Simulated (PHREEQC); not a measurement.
Polishing slurry liquid (model solution)

Make-up at 25 °C: 1.7 mmol/kgw KOH, 0.26 mmol/kgw KNO3 and 0.3 mmol/kgw CuSO4. It is in equilibrium with CO2 at log p = 0 (atm). Otherwise closed; pH follows from the charge balance.

Equilibrium calculation in PHREEQC: ion-association model, phreeqc.dat.

Each row changes one thing in this solution. No solid was allowed to form.

```tsv
case	pH	ionic strength (mol/kgw)	HCO3- (mol/kgw)	SO4-2 (mol/kgw)	Cu+2 (mol/kgw)	CuHCO3+ (mol/kgw)
as made	5.00	0.00290	0.00159	0.000290	0.000176	0.000112
diluted 5-fold with water	4.38	0.000655	0.000374	5.92e-5	5.09e-5	8.51e-6
diluted 10-fold with water	?	0.000376	0.000234	?	2.69e-5	2.90e-6
temperature from 25 to 75 °C	5.36	0.00285	0.00156	0.000285	0.000166	0.000101
temperature from 25 to 55 °C	5.21	0.00287	0.00157	0.000287	0.000172	0.000107
diluted 100-fold with water	3.94	0.000147	0.000133	2.97e-6	2.82e-6	1.78e-7
KNO3 replaced by Al(NO3)3 at the same molality	4.95	0.00355	?	0.000251	0.000185	0.000104
KOH from 0.0017 to 0.00034 mol/kgw	?	0.00173	?	0.000288	0.000252	3.70e-5
```

Problem. What belongs in the gaps?

Solution. 
- diluted 10-fold with water, pH: 4.18
- diluted 10-fold with water, SO4-2 (mol/kgw): 2.96e-5
- KNO3 replaced by Al(NO3)3 at the same molality, HCO3- (mol/kgw): 0.00144
- KOH from 0.0017 to 0.00034 mol/kgw, pH: 4.35
- KOH from 0.0017 to 0.00034 mol/kgw, HCO3- (mol/kgw): 0.000350

Some of these states are supersaturated (in Gibbsite (slow to form), for instance). Away from 25 °C the constants follow the database's enthalpies or fits; those with neither stay at their 25 °C values.
